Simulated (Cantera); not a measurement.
**Premixed flame**

A freely propagating, adiabatic, planar premixed flame of 8.06 % CH₄, 16.1 % O₂, 75.8 % N₂, equivalence ratio 1.0, unburnt at 650 K and 4.30 bar; unity-Lewis-number transport, grid criteria slope 0.08 and curve 0.16, no radiation.

Model: GRI-Mech 3.0 (53 species, 325 reactions), integrated in Cantera. Unity Lewis numbers drop preferential diffusion, which matters most where H2 and H carry the flame. Burning velocities carry a grid error of a few per cent, more on coarse grids.

```
z (mm)   T (K)  u (m/s)    x CH₄     x O₂  x CH₂CO    x CH₂    x C₂H₆    x HCN
-------  -----  -------  -------  -------  -------  -------  --------  -------
-0.480     651    0.476   0.0806    0.161  1.54e-7    <1e-8   1.50e-6    <1e-8
-0.320     660    0.482   0.0800    0.160  1.09e-6    <1e-8   1.06e-5  4.38e-8
-0.240     685    0.501   0.0786    0.158  3.76e-6    <1e-8   3.66e-5  1.52e-7
-0.160     791    0.579   0.0721    0.148  1.53e-5    <1e-8  0.000148  6.18e-7
-0.0800   1171    0.864   0.0478    0.110  5.94e-5    <1e-8  0.000515  2.38e-6
-0.0400   1523     1.13   0.0246   0.0729  9.96e-5  1.14e-6  0.000552  4.12e-6
0         1892     1.42  0.00324   0.0321  6.45e-5  3.61e-5   3.45e-5  5.96e-6
0.0400    2032     1.52  4.49e-5   0.0164  3.11e-6  2.15e-6     <1e-8  2.68e-6
0.0800    2090     1.55  5.18e-7   0.0128  7.34e-8  3.42e-8     <1e-8  7.10e-7
0.160     2151     1.59    <1e-8  0.00975    <1e-8    <1e-8     <1e-8  7.34e-8
0.320     2204     1.63    <1e-8  0.00720    <1e-8    <1e-8     <1e-8    <1e-8
0.640     2241     1.65    <1e-8  0.00532    <1e-8    <1e-8     <1e-8    <1e-8
1.28      2262     1.66    <1e-8  0.00419    <1e-8    <1e-8     <1e-8    <1e-8
```
x: mole fraction of selected species; z is measured from the peak of heat release.

```
Item                          Value
------------------------  ---------
laminar burning velocity  47.5 cm/s
thermal thickness          0.160 mm
peak x(CH₂CO)              0.000107
peak x(CH₂)                 3.61e-5
peak x(C₂H₆)               0.000608
peak x(HCN)                 5.96e-6
```
